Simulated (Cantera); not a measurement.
Input (Python, Cantera):

```python
import numpy as np
import cantera as ct

gas = ct.Solution("gri30.yaml")
gas.TPX = 1148, 100000, {'H2': 1, 'O2': 0.385, 'N2': 1.45}
reactor = ct.IdealGasReactor(gas, energy="on", clone=False)
net = ct.ReactorNet([reactor])
net.rtol, net.atol = 1e-08, 1e-16
show = ['H2', 'O2', 'H2O', 'N2O', 'NO', 'HO2', 'H2O2']
times = np.geomspace(8e-06, 2, 12)

steps = ct.SolutionArray(gas, extra=["t"])
rows = []
print(f"{'t/s':>10s}{'T/K':>9s}{'P/Pa':>11s}" + "".join(f"{s:>11s}" for s in show))
for t in times:
    while net.time < t:
        t_next = net.step()
        steps.append(gas.state, t=t_next)
    rows.append([np.interp(t, steps.t, y) for y in (steps.T, steps.P, *steps(*show).X.T)])
    print(f"{t:10.3e}{rows[-1][0]:9.1f}{rows[-1][1]:11.4g}" + "".join(f"{x:11.3e}" for x in rows[-1][2:]))
rate = np.gradient(steps.T, steps.t)
print("integrator steps:", len(steps.t))
if steps.T.max() > steps.T[0] + 200:
    print(f"time of steepest temperature rise: {steps.t[rate.argmax()]:.4e} s")
gas.TPX = 1148, 100000, {'H2': 1, 'O2': 0.385, 'N2': 1.45}
gas.equilibrate("UV")
print(f"equilibrium (UV): T = {gas.T:.1f} K  " + "  ".join(f"{s} {gas[s].X[0]:.3e}" for s in show))
```

It prints:

```
       t/s      T/K       P/Pa         H2         O2        H2O        N2O         NO        HO2       H2O2
 8.000e-06   1148.0      1e+05  3.527e-01  1.358e-01  2.261e-08  1.587e-15  5.678e-20  1.437e-08  6.442e-11
 2.476e-05   1148.0      1e+05  3.527e-01  1.358e-01  2.503e-06  1.695e-13  2.325e-16  5.533e-07  3.172e-09
 7.665e-05   2502.7  2.018e+05  1.034e-01  1.042e-02  2.328e-01  7.916e-08  7.470e-05  6.941e-06  3.738e-07
 2.373e-04   2954.6  2.308e+05  1.029e-01  4.254e-03  2.640e-01  3.203e-07  2.322e-03  4.185e-06  4.228e-07
 7.345e-04   2947.4  2.302e+05  1.043e-01  3.920e-03  2.632e-01  3.696e-07  4.929e-03  3.875e-06  3.995e-07
 2.274e-03   2946.7  2.302e+05  1.045e-01  3.889e-03  2.631e-01  3.765e-07  5.181e-03  3.846e-06  3.973e-07
 7.038e-03   2946.7  2.302e+05  1.045e-01  3.889e-03  2.631e-01  3.765e-07  5.181e-03  3.846e-06  3.973e-07
 2.178e-02   2946.7  2.302e+05  1.045e-01  3.889e-03  2.631e-01  3.765e-07  5.181e-03  3.846e-06  3.973e-07
 6.743e-02   2946.7  2.302e+05  1.045e-01  3.889e-03  2.631e-01  3.765e-07  5.181e-03  3.846e-06  3.973e-07
 2.087e-01   2946.7  2.302e+05  1.045e-01  3.889e-03  2.631e-01  3.765e-07  5.181e-03  3.846e-06  3.973e-07
 6.461e-01   2946.7  2.302e+05  1.045e-01  3.889e-03  2.631e-01  3.765e-07  5.181e-03  3.846e-06  3.973e-07
 2.000e+00   2946.7  2.302e+05  1.045e-01  3.889e-03  2.631e-01  3.765e-07  5.181e-03  3.846e-06  3.973e-07
integrator steps: 1208
time of steepest temperature rise: 6.2984e-05 s
equilibrium (UV): T = 2946.7 K  H2 1.045e-01  O2 3.889e-03  H2O 2.631e-01  N2O 3.765e-07  NO 5.181e-03  HO2 3.846e-06  H2O2 3.973e-07
```

Model: GRI-Mech 3.0 (53 species, 325 reactions), integrated in Cantera.
